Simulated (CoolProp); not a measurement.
Vapour-liquid equilibrium of R134a (1) + dimethyl ether (2) at 0.237 MPa; x and y are mole fractions of (1).

Computed with CoolProp (multi-fluid Helmholtz-energy mixture model, Tillner-Roth 1994 and Wu 2011; pair parameters Bell 2016).

```csv
x,bubble temperature (°C),y at the bubble point,dew temperature at overall composition x (°C),liquid density (mol/L)
0.05,-3.0,0.041,-2.9,15.16
0.125,-2.6,0.110,-2.5,14.96
0.2,-2.3,0.186,-2.3,14.76
0.275,-2.2,0.268,-2.2,14.56
0.35,-2.2,0.354,-2.2,14.37
0.425,-2.3,0.441,-2.2,14.19
0.5,-2.5,0.528,-2.4,14.00
0.575,-2.8,0.611,-2.7,13.82
0.65,-3.2,0.691,-3.0,13.65
0.725,-3.7,0.767,-3.4,13.48
0.8,-4.2,0.837,-3.9,13.31
0.875,-4.8,0.902,-4.5,13.14
0.95,-5.3,0.962,-5.2,12.98
```

y crosses x between x = 0.275 and 0.35: the model has an azeotrope there.

Pair parameters are fitted to limited data, so mixtures are less certain than the pure fluids.
